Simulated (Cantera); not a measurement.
# Equilibrium for silicon etching in halogen gases: Si + F₂ + H₂

Input: 1 mol Si, 7.1 mol F₂, 0.28 mol H₂, held at 1325 K and 39.8 Torr.

Cantera equilibrium calculation (NASA polynomials, part measured and part estimated; ideal gas, pure solids and liquids). Candidate condensed phases: Si; 25 gas species. Equilibrium is a limit: real reactors are often held back by kinetics, nucleation or transport.

```
Quantity                              Value
--------------------------------  ---------
x(F)                                  0.828
x(SiF₄)                              0.0918
x(HF)                                0.0514
x(F₂)                                0.0286
gas amount                        10.89 mol
log10 activity of Si(s) (absent)     -52.83
```
